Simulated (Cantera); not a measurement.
A Cantera script and its output.

```python
import numpy as np
import cantera as ct

gas = ct.Solution("h2o2.yaml")
gas.TPX = 500, 13332, {'H2': 0.78, 'O2': 0.455, 'N2': 1.71}
flame = ct.FreeFlame(gas, width=0.16)
flame.set_refine_criteria(ratio=3, slope=0.08, curve=0.16)
flame.transport_model = "mixture-averaged"
flame.solve(loglevel=0, auto=True)
z, T = flame.grid, flame.T
thick = (T[-1] - T[0]) / np.gradient(T, z).max()
show = ['H2', 'O2', 'OH', 'H2O', 'H', 'HO2']
print(f"laminar burning velocity  {flame.velocity[0] * 100:.3f} cm/s")
print(f"burnt temperature         {T[-1]:.1f} K")
print(f"thermal thickness         {thick * 1e3:.4f} mm")
print(f"grid points               {len(z)}")
z0 = z[flame.heat_release_rate.argmax()]
print(f"{'z/mm':>9s}{'T/K':>9s}{'u/(m/s)':>9s}" + "".join(f"{s:>11s}" for s in show))
rows = []
for k in (-3, -2, -1.5, -1, -0.5, -0.25, 0, 0.25, 0.5, 1, 2, 4, 8):
    zz = z0 + k * thick
    rows.append([k * thick, np.interp(zz, z, T), np.interp(zz, z, flame.velocity),
                 *(np.interp(zz, z, flame.X[gas.species_index(s)]) for s in show)])
    print(f"{rows[-1][0] * 1e3:9.3f}{rows[-1][1]:9.1f}{rows[-1][2]:9.3f}" + "".join(f"{x:11.3e}" for x in rows[-1][3:]))
```

Output:

```
laminar burning velocity  392.762 cm/s
burnt temperature         2307.4 K
thermal thickness         6.0564 mm
grid points               142
     z/mm      T/K  u/(m/s)         H2         O2         OH        H2O          H        HO2
  -18.169    500.0    3.928  2.649e-01  1.545e-01  2.168e-20  7.298e-16  1.661e-18  2.934e-15
  -12.113    500.0    3.928  2.649e-01  1.545e-01  4.613e-17  1.113e-13  2.210e-14  1.954e-12
   -9.085    500.0    3.928  2.649e-01  1.545e-01  6.370e-15  1.054e-11  7.060e-12  2.050e-10
   -6.056    500.0    3.928  2.649e-01  1.545e-01  6.699e-12  4.513e-09  7.273e-09  6.524e-08
   -3.028    505.1    3.962  2.635e-01  1.546e-01  2.011e-05  2.534e-04  8.685e-05  6.632e-05
   -1.514    649.8    5.024  2.402e-01  1.513e-01  4.122e-04  1.211e-02  5.695e-03  4.793e-05
    0.000   1062.4    7.944  1.220e-01  1.103e-01  2.614e-03  1.018e-01  4.880e-02  1.777e-05
    1.514   1347.0    9.953  3.947e-02  5.521e-02  7.543e-03  1.970e-01  6.884e-02  7.659e-06
    3.028   1471.9   10.801  3.385e-02  4.754e-02  9.995e-03  2.105e-01  6.079e-02  5.635e-06
    6.056   1611.6   11.717  3.398e-02  4.401e-02  1.265e-02  2.188e-01  4.836e-02  4.316e-06
   12.113   1762.8   12.677  3.268e-02  4.047e-02  1.511e-02  2.290e-01  3.565e-02  3.231e-06
   24.225   1915.4   13.615  2.936e-02  3.690e-02  1.675e-02  2.411e-01  2.408e-02  2.359e-06
   48.451   2059.1   14.472  2.422e-02  3.348e-02  1.705e-02  2.543e-01  1.464e-02  1.745e-06
```

Model: the H2/O2 subset of GRI-Mech 3.0, which has no nitrogen chemistry, integrated in Cantera. Burning velocities carry a grid error of a few per cent, more on coarse grids.
